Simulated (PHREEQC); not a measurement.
0.024 g of hydrous ferric oxide (600 m²/g; 0.2 weak and 0.005 strong sites per Fe, Dzombak-Morel constants, diffuse double layer) in 1 kg of water with 0.01 mol/kgw of an inert sodium salt and 6.5e-07 mol/kgw SrCl2 and 5.2e-07 mol/kgw H3BO3, at 25 °C; the pH is set by adding NaOH or the inert anion's acid. Oxygen is held at 0.21 atm. No CO2 enters from the air. Nothing may precipitate in this run.

The numbers come from PHREEQC with the ion-association model, wateq4f.dat.

| pH | Sr sorbed (%) | B sorbed (%) | surface charge σ (C/m²) |
|---|---|---|---|
| 4 | 0.0 | 0.0 | 0.216 |
| 4.5 | 0.0 | 0.0 | 0.160 |
| 5 | 0.0 | 0.0 | 0.113 |
| 5.5 | 0.0 | 0.0 | 0.077 |
| 6 | 0.0 | 0.0 | 0.049 |
| 6.5 | 0.0 | 0.0 | 0.030 |
| 7 | 0.1 | 0.0 | 0.017 |
| 7.5 | 0.5 | 0.0 | 0.008 |
| 8 | 4.2 | 0.0 | 0.001 |
| 8.5 | 24.6 | 0.0 | -0.005 |
| 9 | 66.3 | 0.0 | -0.012 |
| 9.5 | 92.4 | 0.0 | -0.023 |
| 10 | 98.7 | 0.0 | -0.039 |
| 10.5 | 99.8 | 0.0 | -0.062 |
| 11 | 100.0 | 0.0 | -0.096 |
| 11.5 | 100.0 | 0.0 | -0.147 |
| 12 | 100.0 | 0.0 | -0.223 |
